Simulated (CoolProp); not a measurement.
Saturation properties of C2F6 (R116).

Model: reference Helmholtz-energy equation of state, Lemmon 2006, in CoolProp. It is a short technical equation, of lower accuracy than the large ones.

| T (K) | p (kPa) | liquid density (kg/m³) | vapour density (kg/m³) | enthalpy of vaporisation (kJ/kg) | liquid cp (kJ/(kg K)) |
|---|---|---|---|---|---|
| 185.9 | 60.21 | 1645 | 5.549 | 120.8 | 0.9200 |
| 193.4 | 92.60 | 1612 | 8.299 | 117.7 | 0.9377 |
| 201 | 137.9 | 1578 | 12.07 | 114.4 | 0.9572 |
| 208.5 | 197.9 | 1544 | 16.98 | 110.9 | 0.9781 |
| 216 | 276.0 | 1508 | 23.34 | 107.2 | 1.001 |
| 223.5 | 375.4 | 1470 | 31.44 | 103.2 | 1.027 |
| 231.1 | 501.5 | 1430 | 41.83 | 98.81 | 1.057 |
| 238.6 | 654.5 | 1387 | 54.72 | 94.10 | 1.091 |
| 246.1 | 839.8 | 1342 | 70.87 | 88.91 | 1.132 |
| 253.7 | 1065 | 1292 | 91.52 | 83.04 | 1.184 |

It boils at 195.1 K under 1 atm.
